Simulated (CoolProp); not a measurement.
Vapour-liquid equilibrium of n-pentane (1) + toluene (2) at 298 K; x and y are mole fractions of (1).

Model: multi-fluid Helmholtz-energy mixture model, Thol 2019 and Lemmon 2006; pair parameters Bell 2016, in CoolProp.

```json
[
 {"x": "0.05", "bubble pressure, mixture model (kPa)": "9.114", "bubble pressure, Raoult's law (kPa)": "6.980", "y, mixture model": "[?]", "y, Raoult's law": "0.487"},
 {"x": "0.15", "bubble pressure, mixture model (kPa)": "18.26", "bubble pressure, Raoult's law (kPa)": "13.40", "y, mixture model": "0.820", "y, Raoult's law": "0.761"},
 {"x": "0.25", "bubble pressure, mixture model (kPa)": "25.83", "bubble pressure, Raoult's law (kPa)": "19.82", "y, mixture model": "[?]", "y, Raoult's law": "0.857"},
 {"x": "0.35", "bubble pressure, mixture model (kPa)": "32.31", "bubble pressure, Raoult's law (kPa)": "26.24", "y, mixture model": "[?]", "y, Raoult's law": "0.907"},
 {"x": "0.45", "bubble pressure, mixture model (kPa)": "38.06", "bubble pressure, Raoult's law (kPa)": "32.66", "y, mixture model": "0.937", "y, Raoult's law": "0.937"},
 {"x": "0.55", "bubble pressure, mixture model (kPa)": "43.39", "bubble pressure, Raoult's law (kPa)": "39.08", "y, mixture model": "0.952", "y, Raoult's law": "0.957"},
 {"x": "0.65", "bubble pressure, mixture model (kPa)": "48.54", "bubble pressure, Raoult's law (kPa)": "45.50", "y, mixture model": "0.964", "y, Raoult's law": "0.971"},
 {"x": "0.75", "bubble pressure, mixture model (kPa)": "53.72", "bubble pressure, Raoult's law (kPa)": "51.92", "y, mixture model": "0.975", "y, Raoult's law": "0.982"},
 {"x": "0.85", "bubble pressure, mixture model (kPa)": "[?]", "bubble pressure, Raoult's law (kPa)": "58.34", "y, mixture model": "0.985", "y, Raoult's law": "0.990"},
 {"x": "0.95", "bubble pressure, mixture model (kPa)": "[?]", "bubble pressure, Raoult's law (kPa)": "64.77", "y, mixture model": "0.995", "y, Raoult's law": "0.997"}
]
```

What belongs in the gaps?


- 0.05, y, mixture model: 0.605
- 0.25, y, mixture model: 0.884
- 0.35, y, mixture model: 0.917
- 0.85, bubble pressure, mixture model (kPa): 59.11
- 0.95, bubble pressure, mixture model (kPa): 64.89

The largest gap from Raoult's law is +36.3 % in bubble pressure, at x = 0.15. No azeotrope shows between x = 0.05 and 0.95.

Pair parameters are fitted to limited data, so mixtures are less certain than the pure fluids.
